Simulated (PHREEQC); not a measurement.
0.17 g of hydrous ferric oxide (600 m²/g; 0.2 weak and 0.005 strong sites per Fe, Dzombak-Morel constants, diffuse double layer) in 1 kg of water with 0.001 mol/kgw of an inert sodium salt and 8.8e-05 mol/kgw Na2SO4, at 25 °C; the pH is set by adding NaOH or the inert anion's acid. O2 is buffered at 0.21 atm. CO2 from the air is kept out. Nothing may precipitate in this run.

The series has 13 steps of pH, from 3 to 9.

All values are PHREEQC results (ion-association model, wateq4f.dat), not measurements.

Task: Near which pH is half of the S sorbed, and on which side is more sorbed?

Result: Near pH 6.2, with more sorbed at lower pH.

Complexes and solids missing from the database can't appear. The oxide is taken as insoluble; below pH 4 it would dissolve.
